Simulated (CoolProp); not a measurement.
A simple Rankine cycle with water: condensing at 333.15 K, boiler at 3.99 MPa, turbine inlet 563.3 K, turbine efficiency 0.85, pump efficiency 0.8, no recuperator. Each further row changes one setting.

Values from CoolProp's reference Helmholtz-energy equation of state, Wagner 2002.

```tsv
case	thermal efficiency (%)	net work (kJ/kg)	heat in (kJ/kg)	turbine exit temperature (K)	volume ratio over the turbine
as stated	27.0	722	2680	333.1	111
turbine inlet 583.3 K	27.1	742	2730	333.1	107
condensing temperature 325.15 K	28.0	760	2710	325.2	157
boiler pressure 2.79 MPa	25.6	696	2720	333.1	76.8
turbine efficiency 0.75	23.8	637	2680	333.1	116
```

The expansion ends wet for: as stated; turbine inlet 583.3 K; condensing temperature 325.15 K; boiler pressure 2.79 MPa; turbine efficiency 0.75.
